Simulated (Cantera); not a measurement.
What does this Cantera script print?

```python
import numpy as np
import cantera as ct

gas_names = """
    CL CL2 H HCL H2 Si SiCL SiCL2 SiCL3 SiCL4 SiH SiHCL3 SiH2 SiH2CL2 SiH3 SiH3CL SiH4 Si2 Si3
""".split()
cond_names = """
    Si(cr) Si(L)
""".split()


# ... load() reads the species with a 1 bar reference pressure and builds the phases ...
atoms = {
    'SiCl4': {'Si': 1, 'CL': 4},
    'H2': {'H': 2},
}
top_T = {}  # K; cautious upper limits of use, not melting points


# ... equilibrate(T, P, feed) seeds the gas with the atoms and calls Mixture.equilibrate('TP', solver="vcs", rtol=1e-11, max_steps=5000) ...
results = []
feed = {'SiCl4': 1, 'H2': 3.7}  # mol
P = 1400000  # Pa
for T in [500, 600, 700, 800, 900, 1000, 1100]:
    mix = equilibrate(T, P, feed)
    results.append((T, P, feed, dict(zip(mix.species_names, mix.species_moles))))

top = {s: max(r[3][s] / sum(r[3][g] for g in gas_names) for r in results) for s in gas_names}
cols = sorted((s for s in top if top[s] > 1e-05), key=lambda s: -top[s])[:8]
seen = [c for c in cond_names if any(r[3].get(c, 0) > 1e-12 for r in results)]
print("log10 of partial pressures in bar; condensed amounts in mol")
print(f"{'T/K':>10s}" + "".join(f"{s[:9]:>10s}" for s in cols + seen))
for T, P, feed, n in results:
    ng = sum(n[g] for g in gas_names)
    print(f"{T:10.4g}" + "".join(f"{np.log10(max(n[s] / ng * P / 1e5, 1e-99)):10.3f}" for s in cols)
          + "".join(f"{n.get(c, 0):10.4g}" for c in seen))
```

It prints:

```
log10 of partial pressures in bar; condensed amounts in mol
       T/K        H2     SiCL4       HCL    SiHCL3   SiH2CL2     SiCL3     SiCL2
       500     1.042     0.473    -2.141    -2.142    -6.220   -10.029   -16.502
       600     1.041     0.470    -1.525    -1.525    -4.820    -7.544   -12.410
       700     1.039     0.462    -1.093    -1.095    -3.834    -5.776    -9.497
       800     1.036     0.449    -0.777    -0.782    -3.105    -4.459    -7.321
       900     1.031     0.430    -0.538    -0.548    -2.548    -3.444    -5.639
      1000     1.024     0.405    -0.352    -0.370    -2.113    -2.642    -4.305
      1100     1.017     0.375    -0.203    -0.236    -1.769    -1.997    -3.226
```

These are equilibrium values from Cantera (NASA tables, ideal gas, pure condensed phases), not measurements of a reactor. The tables' values for SiCl3 are old estimates; treat these amounts as uncertain.
